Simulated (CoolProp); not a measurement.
A closed Brayton cycle with carbon dioxide: compressor inlet 314.15 K and 9 MPa, high pressure 23.1 MPa, turbine inlet 740 K, compressor efficiency 0.89, turbine efficiency 0.93, recuperator effectiveness 0.9 (on enthalpy, no pinch check). Each further row changes one setting.

Values from CoolProp's reference Helmholtz-energy equation of state, Span 1996.

```csv
case,thermal efficiency (%),net work (kJ/kg),compressor to turbine work,compressor exit (K),turbine exit (K)
as stated,(withheld),83.8,0.26,362.1,630.6
turbine inlet 690 K,(withheld),74.6,0.28,362.1,584.7
compressor inlet 324.15 K,31.8,(withheld),(withheld),(withheld),630.6
high pressure 19.6 MPa,30.9,(withheld),0.24,353.5,649.2
recuperator effectiveness 0.5,(withheld),83.8,0.26,362.1,630.6
```

**Question.** Fill in the missing entries.

**Answer.** 
- as stated, thermal efficiency (%): 32.8
- turbine inlet 690 K, thermal efficiency (%): 31.0
- compressor inlet 324.15 K, net work (kJ/kg): 71.2
- compressor inlet 324.15 K, compressor to turbine work: 0.37
- compressor inlet 324.15 K, compressor exit (K): 395.6
- high pressure 19.6 MPa, net work (kJ/kg): 72.1
- recuperator effectiveness 0.5, thermal efficiency (%): 21.8
